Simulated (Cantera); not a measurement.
Charge: 1 mol CH3F, 0.045 mol CH4, at 377 °C and 0.133 bar.

These are equilibrium values from Cantera (NASA tables, ideal gas, pure condensed phases), not measurements of a reactor. Candidate condensed phases: C, C6H6, C7H8, C8H18; 95 gas species. Rates play no part.

Base state: HF 0.571, H2 0.236, CH4 0.193, H2F2 1.16e-5 (mole fractions); condensed: C(graphite).

Problem. What changes in the equilibrium state with this change: temperature from 377 °C to 2327 °C?

Solution. 
```
species           before     after
----------------  ------  --------
HF                 0.571     0.461
H2                 0.236     0.460
H                  <1e-9    0.0713
CH4                0.193   3.62e-6
C2H2 (acetylene)   <1e-9   0.00746
F                  <1e-9  0.000192
C2H                <1e-9  0.000102
C4H2               <1e-9   5.01e-5
C(graphite), mol   0.707      1.01
```

Problem. What changes in the equilibrium state with this change: temperature from 377 °C to 3200 °C?

Solution. 
```
species           before     after
----------------  ------  --------
H                  <1e-9     0.469
HF                 0.571     0.288
H2                 0.236    0.0950
CH4                0.193   4.57e-8
C3                 <1e-9    0.0716
F                  <1e-9    0.0184
C2H                <1e-9    0.0159
C                  <1e-9    0.0136
C2                 <1e-9    0.0108
C2H2 (acetylene)   <1e-9    0.0105
CF                 <1e-9   0.00364
C5                 <1e-9   0.00246
C4                 <1e-9  0.000580
C4H2               <1e-9  0.000483
C(graphite), mol   0.707         0
```
